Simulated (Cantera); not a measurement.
**SiO₂ + N₂ (sublimation and decomposition of ceramics)**

Input: 1 mol SiO₂, 1.2 mol N₂, at 24.0 Pa.

Equilibrium computed with Cantera from the NASA thermochemical tables; the gas is ideal and each condensed phase is pure. Candidate condensed phases: Si, SiO₂, Si₂N₂O, Si₃N₄; 30 gas species. Ions and electrons are included (thermal ionisation). The tables' values for SiO₂, SiN are old estimates; treat these amounts as uncertain. Equilibrium is a limit: real reactors are often held back by kinetics, nucleation or transport.

From 3000 K to 5000 K nothing is condensed. The main Si-bearing gas is SiO at 3000 K and Si at 5000 K.

```tsv
T (K)	log p O	log p N	log p N₂	log p SiO	log p Si	log p e-	log p Si+
3000	-4.13	-6.88	-4.05	-4.12	-7.14	-9.25	-9.27
3250	-4.13	-6.23	-4.05	-4.13	-6.06	-8.15	-8.15
3500	-4.10	-5.69	-4.07	-4.18	-5.19	-7.22	-7.22
3750	-4.04	-5.23	-4.11	-4.37	-4.63	-6.51	-6.51
4000	-3.99	-4.85	-4.20	-4.79	-4.38	-6.01	-6.01
4250	-3.98	-4.53	-4.30	-5.36	-4.32	-5.65	-5.65
4500	-4.00	-4.28	-4.47	-5.97	-4.35	-5.37	-5.37
4750	-4.03	-4.12	-4.75	-6.56	-4.41	-5.13	-5.13
5000	-4.06	-4.05	-5.13	-7.13	-4.50	-4.93	-4.93
```
log p: log10 of the partial pressure in bar; nothing condenses.
